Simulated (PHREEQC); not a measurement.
Model water analysis in mg/L, 25 °C, pH 5.76, pe 10.8:

```csv
constituent,mg/L
Na,0.0585
K,6.5e-05
Ca,0.0303
Mg,0.0106
Cl,0.0221
S(6) as SO4,0.115
Alkalinity as HCO3,0.114
N(5) as NO3,0.00521
O(0) (dissolved oxygen),0.00098
Cd,0.0092
Cu(2),0.0049
B,0.000121
```

Na is adjusted to close the charge balance.
Valence states are taken as typed.

The numbers come from PHREEQC with the ion-association model, phreeqc.dat.

```json
[
 {"quantity": "ionic strength (mol/kgw)", "before": "9.26e-6", "after": "1.07e-5"},
 {"quantity": "CO2 (mol/kgw)", "before": "1.40e-5", "after": "3.57e-5"},
 {"quantity": "HCO3- (mol/kgw)", "before": "3.60e-6", "after": "5.04e-6"},
 {"quantity": "Cu(OH)2 (mol/kgw)", "before": "5.18e-10", "after": "1.57e-10"},
 {"quantity": "CuOH+ (mol/kgw)", "before": "4.33e-10", "after": "2.39e-10"},
 {"quantity": "HSO4- (mol/kgw)", "before": "2.00e-10", "after": "3.64e-10"},
 {"quantity": "SI of Otavite (CdCO3)", "before": "-5.01", "after": "-5.12"},
 {"quantity": "SI of Gypsum (CaSO4:2H2O)", "before": "-7.48", "after": "-7.48"}
]
```

Question: Name the change that produced these shifts.
A. pH from 5.76 to 5.5 at the same alkalinity
B. temperature from 25 to 90 °C at the same typed pH
C. O(0) from 0.00098 to 0.00196 mg/L

Answer: A, pH from 5.76 to 5.5 at the same alkalinity

This is a speciation only: nothing precipitates in the calculation.
